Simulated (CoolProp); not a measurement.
Vapour-liquid equilibrium of ethanol (1) + o-xylene (2) at 459 K; x and y are mole fractions of (1).

Computed with CoolProp (multi-fluid Helmholtz-energy mixture model, Schroeder 2014 and Zhou 2012; pair parameters Bell 2016).

Problem. Give the bubble pressure and the first vapour's composition at x = 0.15, 0.45, 0.55. Is there an azeotrope?

Solution. x = 0.15: 880.2 kPa, y = 0.687; x = 0.45: 1451 kPa, y = 0.826; x = 0.55: 1579 kPa, y = 0.851. No azeotrope shows between x = 0.05 and 0.95.

Pair parameters are fitted to limited data, so mixtures are less certain than the pure fluids. With so large a gap from Raoult's law the liquid may split in two, which this calculation doesn't test in full.
